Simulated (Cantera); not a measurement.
# Low-pressure radical oxidation in H2/O2

An isothermal, constant-pressure homogeneous reactor starts with 7.07 % H₂, 54.3 % O₂, 38.6 % N₂, equivalence ratio 0.065, at 1400 K and 12.0 Torr.

Detailed kinetics in Cantera: the H2/O2 subset of GRI-Mech 3.0, which has no nitrogen chemistry. Radical loss at walls, strong at low pressure, is not modelled. The temperature is held fixed by assumption; the heat of reaction is taken as removed at once.

| t (s) | x H₂ | x O₂ | x O | x H₂O | x H₂O₂ | x HO₂ |
|---|---|---|---|---|---|---|
| 1.00e-5 | 0.0707 | 0.543 | 1.58e-9 | 1.85e-10 | 1.69e-12 | 1.08e-8 |
| 2.61e-5 | 0.0707 | 0.543 | 9.09e-9 | 2.74e-9 | 1.14e-11 | 2.81e-8 |
| 6.81e-5 | 0.0707 | 0.543 | 5.07e-8 | 3.74e-8 | 7.63e-11 | 7.34e-8 |
| 0.000178 | 0.0707 | 0.543 | 4.52e-7 | 6.52e-7 | 4.98e-10 | 1.91e-7 |
| 0.000464 | 0.0706 | 0.543 | 3.85e-5 | 6.97e-5 | 3.10e-9 | 5.41e-7 |
| 0.00121 | 0.00498 | 0.495 | 0.0359 | 0.0530 | 1.07e-7 | 2.31e-6 |
| 0.00316 | 0.00228 | 0.492 | 0.0402 | 0.0579 | 7.70e-8 | 2.20e-6 |
| 0.00825 | 0.00210 | 0.495 | 0.0363 | 0.0594 | 7.71e-8 | 2.18e-6 |
| 0.0215 | 0.00169 | 0.502 | 0.0281 | 0.0626 | 7.59e-8 | 2.11e-6 |
| 0.0562 | 0.000970 | 0.513 | 0.0154 | 0.0673 | 6.74e-8 | 1.83e-6 |
| 0.147 | 0.000314 | 0.522 | 0.00480 | 0.0710 | 4.47e-8 | 1.14e-6 |
| 0.383 | 6.30e-5 | 0.526 | 0.000951 | 0.0725 | 2.05e-8 | 4.24e-7 |
| 1.00 | 1.17e-5 | 0.526 | 0.000176 | 0.0729 | 7.68e-9 | 1.20e-7 |
x: mole fraction; the columns are a selection and need not sum to one.

Equilibrium at this temperature and pressure: H₂ 3.63e-7, O₂ 0.527, O 5.46e-6, H₂O 0.0732, H₂O₂ 7.51e-10, HO₂ 5.48e-8 (gas phase only).
